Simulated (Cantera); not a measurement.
An isothermal, constant-pressure homogeneous reactor starts with H₂ : O₂ : N₂ : H₂O = 1.1 : 1 : 2.3 : 0.11 (molar parts), at 875 K and 18000 Pa.

Model: the H2/O2 subset of GRI-Mech 3.0, which has no nitrogen chemistry, integrated in Cantera. Below about 950 K walls govern HO2 and H2O2 in real vessels. The temperature is held fixed by assumption; the heat of reaction is taken as removed at once.

x: mole fraction; the columns are a selection and need not sum to one.

| t (s) | x H₂ | x O₂ | x OH | x HO₂ | x H | x H₂O |
|---|---|---|---|---|---|---|
| 1.00e-6 | 0.244 | 0.222 | <1e-12 | <1e-12 | <1e-12 | 0.0244 |
| 3.42e-6 | 0.244 | 0.222 | <1e-12 | <1e-12 | <1e-12 | 0.0244 |
| 1.17e-5 | 0.244 | 0.222 | <1e-12 | 1.75e-12 | 1.56e-12 | 0.0244 |
| 4.00e-5 | 0.244 | 0.222 | <1e-12 | 6.75e-12 | 5.27e-12 | 0.0244 |
| 0.000137 | 0.244 | 0.222 | <1e-12 | 3.36e-11 | 2.23e-11 | 0.0244 |
| 0.000468 | 0.244 | 0.222 | 7.07e-12 | 4.02e-10 | 2.19e-10 | 0.0244 |
| 0.00160 | 0.244 | 0.222 | 2.77e-9 | 1.69e-7 | ? | 0.0244 |
| 0.00548 | 0.0665 | 0.143 | 4.67e-5 | 7.15e-5 | ? | 0.229 |
| 0.0187 | 0.0612 | 0.141 | 8.35e-9 | 2.22e-5 | 4.77e-8 | 0.235 |
| 0.0641 | 0.0611 | 0.141 | 7.97e-9 | 1.33e-5 | 4.91e-8 | 0.235 |
| 0.219 | 0.0609 | 0.141 | 1.32e-8 | 1.63e-5 | ? | 0.235 |
| 0.750 | 0.0590 | 0.140 | 4.29e-8 | 2.56e-5 | ? | 0.237 |
| 2.56 | 0.0452 | 0.133 | 7.62e-8 | 2.86e-5 | ? | 0.253 |
| 8.77 | 0.0151 | 0.120 | 8.92e-8 | 1.96e-5 | ? | 0.288 |
| 30.0 | 0.000394 | 0.114 | 5.32e-8 | 2.61e-6 | ? | 0.305 |

Q: What belongs in the gaps?

A: 
- 0.00160, x H: 8.51e-8
- 0.00548, x H: 0.000203
- 0.219, x H: 7.71e-8
- 0.750, x H: 2.12e-7
- 2.56, x H: 2.71e-7
- 8.77, x H: 1.15e-7
- 30.0, x H: 2.01e-9
